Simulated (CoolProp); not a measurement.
Vapour-liquid equilibrium of ethane (1) + n-butane (2) at 38.6 kPa; x and y are mole fractions of (1).

Model: multi-fluid Helmholtz-energy mixture model, Bücker 2006 and Bücker 2006; pair parameters Kunz 2012, in CoolProp.

| x | bubble temperature, mixture model (°C) | bubble temperature, Raoult's law (°C) | y, mixture model | y, Raoult's law |
|---|---|---|---|---|
| 0.05 | ___ | -48.7 | 0.719 | 0.748 |
| 0.125 | ___ | -66.8 | 0.923 | 0.929 |
| 0.2 | -76.2 | -76.4 | ___ | 0.969 |
| 0.275 | -82.8 | -82.7 | 0.983 | 0.983 |
| 0.35 | -87.5 | -87.2 | 0.990 | 0.990 |
| 0.425 | ___ | -90.7 | 0.994 | 0.994 |
| 0.5 | ___ | -93.5 | 0.996 | 0.996 |
| 0.575 | -96.3 | -95.9 | 0.997 | 0.997 |
| 0.65 | ___ | -98.0 | 0.998 | 0.998 |
| 0.725 | ___ | -99.7 | 0.999 | 0.999 |
| 0.8 | -101.4 | -101.3 | 0.999 | 0.999 |
| 0.875 | -102.7 | -102.7 | 1.000 | 1.000 |
| 0.95 | -104.0 | -104.0 | 1.000 | 1.000 |

### Question
What belongs in the gaps?

### Answer

- 0.05, bubble temperature, mixture model (°C): -47.1
- 0.125, bubble temperature, mixture model (°C): -66.0
- 0.2, y, mixture model: 0.968
- 0.425, bubble temperature, mixture model (°C): -91.1
- 0.5, bubble temperature, mixture model (°C): -94.0
- 0.65, bubble temperature, mixture model (°C): -98.3
- 0.725, bubble temperature, mixture model (°C): -99.9

The largest gap from Raoult's law is +1.6 K in bubble temperature, at x = 0.05. No azeotrope shows between x = 0.05 and 0.95.

The pair parameters rest on a limited set of measurements; away from them the model extrapolates. The gap from Raoult's law changes sign with composition, which may be real or a fault of the pair parameters; it wasn't checked against measurements.
